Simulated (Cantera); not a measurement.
What does this Cantera script print?

```python
import numpy as np
import cantera as ct

gas_names = """
    C CH CH2 CH3 CH2OH CH3O CH4 CH3OH CO CO2 COOH C2 C2H CHCO,ketyl C2H2,acetylene C2H2,vinylidene
    CH2CO,ketene C2H3,vinyl CH3CO,acetyl C2H4 C2H4O,ethylen CH3CHO,ethanal CH3COOH (HCOOH)2 C2H5 C2H6
    CH3OCH3 C2H5OH C2O C3 C3H3,propargyl C3H4,allene C3H4,propyne C3H4,cyclo- C3H5,allyl C3H6,propylene
    C3H6,cyclo- C3H6O C3H7,n-propyl C3H7,i-propyl C3H8 C3H8O,1propanol C3H8O,2propanol C3O2 C4 C4H2
    C4H4,1,3-cyclo- C4H6,butadiene C4H6,2-butyne C4H6,cyclo- C4H8,1-butene C4H8,cis2-buten
    C4H8,tr2-butene C4H8,isobutene C4H8,cyclo- (CH3COOH)2 C4H9,n-butyl C4H9,i-butyl C4H9,s-butyl
    C4H9,t-butyl C4H10,isobutane C4H10,n-butane C5 C5H6,1,3cyclo- C5H8,cyclo- C5H10,1-pentene
    C5H10,cyclo- C5H11,pentyl C5H11,t-pentyl C5H12,n-pentane C5H12,i-pentane CH3C(CH3)2CH3 C6H2
    C6H5,phenyl C6H5O,phenoxy C6H6 C6H5OH,phenol C6H10,cyclo- C6H12,1-hexene C6H12,cyclo- C6H13,n-hexyl
    C7H7,benzyl C7H8 C7H8O,cresol C7H14,1-heptene C7H15,n-heptyl C7H16,n-heptane C8H8,styrene
    C8H10,ethylbenz C8H16,1-octene C8H17,n-octyl C8H18,isooctane C8H18,n-octane C9H19,n-nonyl
    C10H8,naphthale C10H21,n-decyl C12H9,o-bipheny C12H10,bipheny H HCO HO2 H2 HCHO,formaldehy HCOOH H2O
    H2O2 O OH O2 O3 Ta TaO TaO2
""".split()
cond_names = """
    C(gr) C6H6(L) C7H8(L) C8H18(L),n-octa H2O(s) H2O(L) Ta(cr) Ta(L) TaC(s) TaC(L) Ta2O5(s) Ta2O5(L)
""".split()


def load(file, names, dense=False):
    # The tables refer to 1 bar. Condensed volumes are neglected.
    table = {s.name: s for s in ct.Species.list_from_file(file)}
    out = []
    for n in names:
        d = dict(table[n].input_data)
        d["thermo"] = dict(d["thermo"], **{"reference-pressure": 1e5})
        if dense:
            d["equation-of-state"] = {"model": "constant-volume", "density": "1e6 g/cm^3"}
        out.append(ct.Species.from_dict(d))
    return out


gas = ct.Solution(thermo="ideal-gas", species=load("nasa_gas.yaml", gas_names))
cond = {s.name: ct.Solution(thermo="fixed-stoichiometry", species=[s], name=s.name)
        for s in load("nasa_condensed.yaml", cond_names, dense=True)}
atoms = {
    'Ta(OEt)5': {'Ta': 1, 'C': 10, 'H': 25, 'O': 5},
    'H2O': {'H': 2, 'O': 1},
}
top_T = {'C(gr)': 4500}  # K; cautious upper limits of use, not melting points


def equilibrate(T, P, feed):
    n = {}
    for name, mol in feed.items():
        for a, k in atoms[name].items():
            n[a] = n.get(a, 0.0) + k * mol
    gas.TPX = T, P, n
    mass = sum(n.values()) * gas.mean_molecular_weight
    gas.equilibrate("TP")
    valid = [c for c in cond.values() if c.min_temp <= T <= top_T.get(c.name, c.max_temp)]
    mix = ct.Mixture([(gas, mass / gas.mean_molecular_weight)] + [(c, 0.0) for c in valid])
    mix.T, mix.P = T, P
    mix.equilibrate("TP", solver="vcs", rtol=1e-11, max_steps=5000)
    return mix


results = []
feed = {'Ta(OEt)5': 1, 'H2O': 0.15}  # mol
P = 5900  # Pa
for T in [2273, 2323, 2373, 2423, 2473, 2523, 2573, 2623, 2673, 2723, 2773]:
    mix = equilibrate(T, P, feed)
    results.append((T, P, feed, dict(zip(mix.species_names, mix.species_moles))))
    x = sorted(zip(gas.X, gas.species_names), reverse=True)
    print(f"T = {T:g} K  P = {P:g} Pa  gas = {mix.phase_moles(0):.4g} mol")
    print("   x: " + "  ".join(f"{s} {v:.3e}" for v, s in x if v > 0.001))
    print("   condensed (mol): " + ("  ".join(f"{mix.phase(i).name} {mix.phase_moles(i):.4g}"
          for i in range(1, mix.n_phases) if mix.phase_moles(i) > 1e-12) or "none"))
```

It prints:

```
T = 2273 K  P = 5900 Pa  gas = 18.06 mol
   x: H2 6.836e-01  CO 2.852e-01  H 2.859e-02  C2H2,acetylene 2.577e-03
   condensed (mol): C(gr) 3.756  TaC(s) 1
T = 2323 K  P = 5900 Pa  gas = 18.13 mol
   x: H2 6.758e-01  CO 2.840e-01  H 3.686e-02  C2H2,acetylene 3.272e-03
   condensed (mol): C(gr) 3.73  TaC(s) 1
T = 2373 K  P = 5900 Pa  gas = 18.23 mol
   x: H2 6.664e-01  CO 2.825e-01  H 4.694e-02  C2H2,acetylene 4.100e-03
   condensed (mol): C(gr) 3.699  TaC(s) 1
T = 2423 K  P = 5900 Pa  gas = 18.34 mol
   x: H2 6.550e-01  CO 2.808e-01  H 5.908e-02  C2H2,acetylene 5.069e-03
   condensed (mol): C(gr) 3.661  TaC(s) 1
T = 2473 K  P = 5900 Pa  gas = 18.48 mol
   x: H2 6.415e-01  CO 2.787e-01  H 7.353e-02  C2H2,acetylene 6.185e-03
   condensed (mol): C(gr) 3.617  TaC(s) 1
T = 2523 K  P = 5900 Pa  gas = 18.64 mol
   x: H2 6.257e-01  CO 2.762e-01  H 9.051e-02  C2H2,acetylene 7.450e-03
   condensed (mol): C(gr) 3.565  TaC(s) 1
T = 2573 K  P = 5900 Pa  gas = 18.84 mol
   x: H2 6.073e-01  CO 2.734e-01  H 1.102e-01  C2H2,acetylene 8.857e-03
   condensed (mol): C(gr) 3.505  TaC(s) 1
T = 2623 K  P = 5900 Pa  gas = 19.07 mol
   x: H2 5.864e-01  CO 2.701e-01  H 1.328e-01  C2H2,acetylene 1.039e-02
   condensed (mol): C(gr) 3.435  TaC(s) 1
T = 2673 K  P = 5900 Pa  gas = 19.34 mol
   x: H2 5.627e-01  CO 2.663e-01  H 1.583e-01  C2H2,acetylene 1.203e-02
   condensed (mol): C(gr) 3.355  TaC(s) 1
T = 2723 K  P = 5900 Pa  gas = 19.64 mol
   x: H2 5.364e-01  CO 2.622e-01  H 1.867e-01  C2H2,acetylene 1.373e-02
   condensed (mol): C(gr) 3.263  TaC(s) 1
T = 2773 K  P = 5900 Pa  gas = 20 mol
   x: H2 5.074e-01  CO 2.575e-01  H 2.180e-01  C2H2,acetylene 1.545e-02
   condensed (mol): C(gr) 3.156  TaC(s) 1
```

These are equilibrium values from Cantera (NASA tables, ideal gas, pure condensed phases), not measurements of a reactor. The feed counts by its element totals alone. TaC: taken at fixed stoichiometry. Condensed phases not in the tables: Ta2C.
